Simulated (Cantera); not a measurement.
**Stirred combustor or abatement burner**

A perfectly stirred reactor is fed with 1.72 % CH4, 2.41 % C2H6, 20.1 % O2, 75.7 % N2, equivalence ratio 0.59, at 1000000 Pa; it is adiabatic with a 498 K inlet, and is followed from long to short residence time, starting on the burning branch (τ in s: 0.054, 0.028, 0.014, 0.0073, 0.0037, 0.0019, 0.00098, 0.0005, 0.00026, 0.00013, 6.8e-05, 3.5e-05).

Model: GRI-Mech 3.0 (53 species, 325 reactions), integrated in Cantera.

```json
[
 {"τ (s)": "0.054", "T (K)": "1824", "x CH4": "1.88e-6", "x C2H6": "4.99e-7", "x O2": "0.0816", "x CH2CO": "9.05e-7", "x CH3": "5.77e-7", "x CH2O": "3.72e-7"},
 {"τ (s)": "0.028", "T (K)": "1823", "x CH4": "3.12e-6", "x C2H6": "8.68e-7", "x O2": "0.0816", "x CH2CO": "1.61e-6", "x CH3": "9.62e-7", "x CH2O": "6.26e-7"},
 {"τ (s)": "0.014", "T (K)": "1822", "x CH4": "5.13e-6", "x C2H6": "1.51e-6", "x O2": "0.0817", "x CH2CO": "2.88e-6", "x CH3": "1.59e-6", "x CH2O": "1.05e-6"},
 {"τ (s)": "0.0073", "T (K)": "1819", "x CH4": "8.06e-6", "x C2H6": "2.50e-6", "x O2": "0.0817", "x CH2CO": "4.84e-6", "x CH3": "2.50e-6", "x CH2O": "1.69e-6"},
 {"τ (s)": "0.0037", "T (K)": "1816", "x CH4": "1.28e-5", "x C2H6": "4.16e-6", "x O2": "0.0819", "x CH2CO": "8.12e-6", "x CH3": "3.98e-6", "x CH2O": "2.78e-6"},
 {"τ (s)": "0.0019", "T (K)": "1810", "x CH4": "2.03e-5", "x C2H6": "6.82e-6", "x O2": "0.0821", "x CH2CO": "1.32e-5", "x CH3": "6.27e-6", "x CH2O": "4.57e-6"},
 {"τ (s)": "0.00098", "T (K)": "1802", "x CH4": "3.25e-5", "x C2H6": "1.12e-5", "x O2": "0.0826", "x CH2CO": "2.12e-5", "x CH3": "9.97e-6", "x CH2O": "7.63e-6"},
 {"τ (s)": "0.00050", "T (K)": "1788", "x CH4": "5.42e-5", "x C2H6": "1.88e-5", "x O2": "0.0833", "x CH2CO": "3.39e-5", "x CH3": "1.64e-5", "x CH2O": "1.33e-5"},
 {"τ (s)": "0.00026", "T (K)": "1766", "x CH4": "9.46e-5", "x C2H6": "3.28e-5", "x O2": "0.0847", "x CH2CO": "5.42e-5", "x CH3": "2.78e-5", "x CH2O": "2.41e-5"},
 {"τ (s)": "0.00013", "T (K)": "1718", "x CH4": "0.000210", "x C2H6": "7.09e-5", "x O2": "0.0879", "x CH2CO": "0.000102", "x CH3": "5.57e-5", "x CH2O": "5.38e-5"},
 {"τ (s)": "6.8e-5", "T (K)": "498", "x CH4": "0.0172", "x C2H6": "0.0241", "x O2": "0.201", "x CH2CO": "<1e-12", "x CH3": "<1e-12", "x CH2O": "<1e-12"},
 {"τ (s)": "3.5e-5", "T (K)": "498", "x CH4": "0.0172", "x C2H6": "0.0241", "x O2": "0.201", "x CH2CO": "<1e-12", "x CH3": "<1e-12", "x CH2O": "<1e-12"}
]
```
x: mole fraction; the columns are a selection and need not sum to one.
